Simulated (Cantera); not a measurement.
## Moist CO burnout

An isothermal, constant-pressure homogeneous reactor starts with 0.412 % CO, 3.83 % O2, 0.0201 % H2O, 95.7 % N2, at 1500 K and 1.40 bar.

Cantera simulation using GRI-Mech 3.0 (53 species, 325 reactions); the numbers are that mechanism's predictions, not measurements.

```
t (s)         x CO    x O2     x H2O     x CO2      x H2       x H
--------  --------  ------  --------  --------  --------  --------
5.00e-5    0.00412  0.0383  0.000201   2.42e-8    <1e-12  1.97e-11
0.000120   0.00412  0.0383  0.000201   5.91e-8  1.13e-12  9.73e-11
0.000286   0.00412  0.0383  0.000201   1.55e-7  1.39e-11  5.18e-10
0.000684   0.00412  0.0383  0.000201   5.50e-7  1.95e-10   3.28e-9
0.00164    0.00411  0.0383  0.000201   5.82e-6   4.83e-9   4.52e-8
0.00391    0.00366  0.0379  0.000181  0.000462   7.50e-7   5.80e-6
0.00935    0.00115  0.0366  0.000171   0.00297   1.21e-6   9.86e-6
0.0224    0.000206  0.0364  0.000189   0.00392   2.78e-7   1.04e-6
0.0535     3.19e-5  0.0363  0.000196   0.00409   5.52e-8   9.84e-8
0.128      4.13e-6  0.0363  0.000199   0.00412   1.23e-8   1.10e-8
0.306      4.82e-7  0.0363  0.000200   0.00412   3.41e-9   1.69e-9
0.731      1.08e-7  0.0363  0.000200   0.00413   1.80e-9  6.74e-10
1.75       9.01e-8  0.0363  0.000200   0.00413   1.69e-9  6.16e-10
4.18       9.00e-8  0.0363  0.000200   0.00413   1.69e-9  6.15e-10
10.0       9.00e-8  0.0363  0.000200   0.00413   1.69e-9  6.15e-10
```
x: mole fraction; the columns are a selection and need not sum to one.

Equilibrium at this temperature and pressure: CO 9.05e-8, O2 0.0360, H2O 0.000200, CO2 0.00413, H2 1.70e-9, H 6.18e-10 (gas phase only).
